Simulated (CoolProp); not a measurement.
Vapour-liquid equilibrium of R13 (1) + n-butane (2) at 0.39 MPa; x and y are mole fractions of (1).

Model: multi-fluid Helmholtz-energy mixture model, Platzer 1990 and Bücker 2006; pair parameters Bell 2016, in CoolProp. This equation is an older, rougher fit; its heat capacities, sound speeds and derivatives of the liquid may be far off and weren't checked against measurements.

Q: Give the bubble temperature and the first vapour's composition at x = 0.15, 0.55, 0.85. Is there an azeotrope?

A: x = 0.15: -11.4 °C, y = 0.836; x = 0.55: -40.2 °C, y = 0.969; x = 0.85: -48.0 °C, y = 0.990. No azeotrope shows between x = 0.05 and 0.95.

Pair parameters are fitted to limited data, so mixtures are less certain than the pure fluids.
